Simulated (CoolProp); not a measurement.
A simple Rankine cycle with sulfur dioxide: condensing at 302.15 K, boiler at 2.88 MPa, turbine inlet 414.8 K, turbine efficiency 0.65, pump efficiency 0.8, no recuperator. Each further row changes one setting.

Model: reference Helmholtz-energy equation of state, Gao 2016, in CoolProp.

| case | thermal efficiency (%) | net work (kJ/kg) | heat in (kJ/kg) | turbine exit temperature (K) | volume ratio over the turbine |
|---|---|---|---|---|---|
| as stated | 11.1 | 44.9 | 404 | 310.7 | 5.38 |
| turbine inlet 434.8 K | 11.5 | 48.3 | 422 | 330.9 | 5.37 |
| condensing temperature 294.15 K | 12.2 | [?] | 415 | 299.0 | [?] |
| boiler pressure 2.02 MPa | 9.6 | 39.7 | 415 | 333.4 | [?] |
| turbine efficiency 0.55 | 9.3 | 37.6 | 404 | [?] | 5.60 |

Complete the blanks.


- condensing temperature 294.15 K, net work (kJ/kg): 50.7
- condensing temperature 294.15 K, volume ratio over the turbine: 6.82
- boiler pressure 2.02 MPa, volume ratio over the turbine: 3.87
- turbine efficiency 0.55, turbine exit temperature (K): 320.5
